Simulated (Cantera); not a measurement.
Charge: 1 mol CH₃Cl, 0.043 mol H₂, held at 1.30e-5 bar.

Equilibrium computed with Cantera from the NASA thermochemical tables; the gas is ideal and each condensed phase is pure. Candidate condensed phases: C, C₆H₆, C₇H₈, C₈H₁₈; 91 gas species. The numbers say what is thermodynamically allowed, not how fast it happens.

Question: At 2375 K, list the 7 most abundant gas species with their mole fractions, and the condensed phases.

Answer: H 0.705, Cl 0.239, H₂ 0.0325, HCl 0.0154, C₃ 0.00492, C 0.00210, C₂ 0.000443. Condensed: C(graphite).
